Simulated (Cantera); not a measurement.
Cantera run, input and output.

```python
import numpy as np
import cantera as ct

surf = ct.Interface("ptcombust.yaml", "Pt_surf")
gas = surf.adjacent["gas"]
gas.TPX = 300, 28000, {'CH4': 0.036, 'O2': 0.1, 'N2': 0.79}
jet = ct.ImpingingJet(gas=gas, width=0.076, surface=surf)
jet.inlet.mdot, jet.inlet.T, jet.inlet.X = 0.064, 300, {'CH4': 0.036, 'O2': 0.1, 'N2': 0.79}
jet.set_refine_criteria(ratio=10, slope=0.2, curve=0.3)
show, cover = ['CH4', 'O2', 'H2O', 'OH', 'CO', 'CO2'], ["PT(S)", "H(S)", "O(S)", "OH(S)", "CO(S)", "C(S)"]

rows = []
print(f"{'Ts/K':>7s}" + "".join(f"{s:>11s}" for s in show + cover) + "   (gas at the wall, coverages)")
for i, Ts in enumerate([950, 1000, 1050, 1100, 1150, 1200, 1250, 1300]):
    jet.surface.T = Ts
    if i == 0:
        surf.TP = Ts, 28000
        surf.coverages = "PT(S):0.5, O(S):0.5"
        surf.advance_coverages(1.0)
        jet.set_initial_guess(products="inlet")
    jet.solve(loglevel=0, auto=(i == 0))
    rows.append([*(jet.X[gas.species_index(s), -1] for s in show), *surf[cover].coverages])
    print(f"{Ts:7g}" + "".join(f"{x:11.3e}" for x in rows[-1]))
```

It prints:

```
   Ts/K        CH4         O2        H2O         OH         CO        CO2      PT(S)       H(S)       O(S)      OH(S)      CO(S)       C(S)   (gas at the wall, coverages)
    950  9.411e-03  4.533e-02  5.475e-02  7.623e-08  4.783e-06  3.628e-02  2.517e-01  3.919e-07  7.454e-01  2.906e-03  1.154e-05  5.522e-08
   1000  5.944e-03  3.805e-02  6.101e-02  1.976e-07  4.134e-06  4.050e-02  3.269e-01  8.371e-07  6.704e-01  2.758e-03  7.412e-06  4.631e-08
   1050  4.065e-03  3.415e-02  6.431e-02  4.580e-07  3.797e-06  4.274e-02  3.998e-01  1.558e-06  5.977e-01  2.502e-03  4.835e-06  3.847e-08
   1100  2.974e-03  3.194e-02  6.615e-02  9.721e-07  3.672e-06  4.398e-02  4.696e-01  2.652e-06  5.282e-01  2.218e-03  3.277e-06  3.248e-08
   1150  2.295e-03  3.066e-02  6.720e-02  1.916e-06  3.723e-06  4.467e-02  5.353e-01  4.229e-06  4.627e-01  1.942e-03  2.318e-06  2.806e-08
   1200  1.842e-03  2.999e-02  6.777e-02  3.541e-06  3.951e-06  4.497e-02  5.964e-01  6.415e-06  4.019e-01  1.685e-03  1.709e-06  2.476e-08
   1250  1.500e-03  2.978e-02  6.802e-02  6.194e-06  4.497e-06  4.493e-02  6.523e-01  9.343e-06  3.463e-01  1.454e-03  1.307e-06  2.189e-08
   1300  1.089e-03  2.948e-02  6.853e-02  1.036e-05  6.260e-06  4.486e-02  7.034e-01  1.325e-05  2.954e-01  1.253e-03  1.037e-06  1.723e-08
```

Computed with Cantera and Deutschmann's 1995 Pt surface mechanism with GRI-Mech 3.0 gas chemistry. Catalytic surfaces can have several steady states; this one follows from the mechanism file's or the stated starting coverage.
